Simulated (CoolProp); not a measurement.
Vapour pressure (MPa) of nitrogen: the reference equation beside estimates from Tc = -147.0 °C, pc = 3.396 MPa, ω = 0.037.

Model: reference Helmholtz-energy equation of state, Span 2000, in CoolProp.

```
T (°C)   reference  Lee-Kesler  van der Waals  Redlich-Kwong  Peng-Robinson
-------  ---------  ----------  -------------  -------------  -------------
-178.15     0.5405      0.5410         0.9768         0.5331         0.5420
-174.75     0.6953      0.6957          1.155         0.6940         0.6973
-171.35     0.8798      0.8798          1.353         0.8860         0.8827
-168.05      1.090       1.089          1.564          1.104          1.094
-164.65      1.342       1.341          1.802          1.365          1.348
-161.25      1.634       1.631          2.062          1.664          1.642
-157.95      1.958       1.954          2.334          1.994          1.969
-154.55      2.339       2.336          2.637          2.376          2.352
-151.15      2.773       2.772          2.962          2.803          2.786
```

Absolute difference from the reference over all 9 rows, mean and median: Lee-Kesler 0.1 and 0.1 %, van der Waals 38.1 and 34.3 %, Redlich-Kwong 1.3 and 1.4 %, Peng-Robinson 0.4 and 0.4 %.
